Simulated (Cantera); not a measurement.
Charge: 1 mol CH3SiH3, 0.099 mol CH4, 3.3 mol H2, held at 2600 K and 75.0 Torr.

Cantera equilibrium calculation (NASA polynomials, part measured and part estimated; ideal gas, pure solids and liquids). Candidate condensed phases: C, C6H6, C7H8, C8H18, Si, SiC; 87 gas species. The feed counts by its element totals alone. Gases not in the tables: Si2H6 and higher silanes. The numbers say what is thermodynamically allowed, not how fast it happens.

Base state: H2 0.829, H 0.110, Si 0.0293, C2H2 (acetylene) 0.0134, SiC2 0.01000, Si2C 0.00535, SiH 0.00192, SiH2 0.000360 (mole fractions); condensed: C(graphite) + SiC(s).

Question: What changes in the equilibrium state with this change: temperature from 2600 K to 1500 K?

Answer: 
| species | before | after |
|---|---|---|
| H2 | 0.829 | 1.000 |
| CH4 | 8.82e-6 | 0.000257 |
| H | 0.110 | 5.57e-5 |
| Si | 0.0293 | <1e-9 |
| C2H2 (acetylene) | 0.0134 | 9.02e-6 |
| SiH2 | 0.000360 | 1.09e-8 |
| SiC2 | 0.01000 | <1e-9 |
| Si2C | 0.00535 | <1e-9 |
| SiH | 0.00192 | <1e-9 |
| Si2 | 0.000270 | <1e-9 |
| C2H | 0.000158 | <1e-9 |
| C(graphite), mol | 0.0973 | 0.0972 |
| SiC(s), mol | 0.618 | 1.00 |

Question: What changes in the equilibrium state with this change: temperature from 2600 K to 1348 K?

Answer: 
| species | before | after |
|---|---|---|
| H2 | 0.829 | 0.999 |
| CH4 | 8.82e-6 | 0.000583 |
| H | 0.110 | 7.31e-6 |
| Si | 0.0293 | <1e-9 |
| C2H2 (acetylene) | 0.0134 | 1.20e-6 |
| SiC2 | 0.01000 | <1e-9 |
| Si2C | 0.00535 | <1e-9 |
| SiH | 0.00192 | <1e-9 |
| C(graphite), mol | 0.0973 | 0.0952 |
| SiC(s), mol | 0.618 | 1.00 |
